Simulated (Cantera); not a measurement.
Charge: 1 mol SiC, 0.72 mol N₂O, 9.6 mol H₂, at 8200 Pa.

Method: chemical equilibrium by Gibbs-energy minimisation in Cantera with the NASA 1993 tables (ideal gas, pure condensed phases). Candidate condensed phases: C, C₆H₆, C₇H₈, C₈H₁₈, H₂O, Si, SiC, SiO₂, Si₂N₂O, Si₃N₄; 151 gas species. Mutual solubility and eutectic melting of coexisting phases are not modelled. Gases not in the tables: Si₂H₆ and higher silanes. The numbers say what is thermodynamically allowed, not how fast it happens.

Which condensed phases are stable at each of these points (T (K)): 1500, 1550, 1600, 1650, 1700, 1750, 1800, 1850, 1900, 1950?


```json
[
 {"T (K)": "1500", "condensed phases": "C(graphite) + Si₂N₂O(s)", "Si condensed (%)": "100.0"},
 {"T (K)": "1550", "condensed phases": "SiC(s) + Si₂N₂O(s)", "Si condensed (%)": "99.9"},
 {"T (K)": "1600", "condensed phases": "SiC(s) + Si₂N₂O(s)", "Si condensed (%)": "99.5"},
 {"T (K)": "1650", "condensed phases": "SiC(s) + Si₂N₂O(s)", "Si condensed (%)": "98.5"},
 {"T (K)": "1700", "condensed phases": "SiC(s) + Si₂N₂O(s)", "Si condensed (%)": "95.6"},
 {"T (K)": "1750", "condensed phases": "SiC(s) + Si₂N₂O(s)", "Si condensed (%)": "88.1"},
 {"T (K)": "1800", "condensed phases": "SiC(s) + Si₂N₂O(s)", "Si condensed (%)": "71.9"},
 {"T (K)": "1850", "condensed phases": "SiC(s)", "Si condensed (%)": "63.9"},
 {"T (K)": "1900", "condensed phases": "SiC(s)", "Si condensed (%)": "63.8"},
 {"T (K)": "1950", "condensed phases": "SiC(s)", "Si condensed (%)": "63.7"}
]
```

At 1500 K the condensed part is C(graphite) + Si₂N₂O(s). From 1550 K to 1800 K the condensed part is SiC(s) + Si₂N₂O(s). From 1850 K to 1950 K the condensed part is SiC(s).
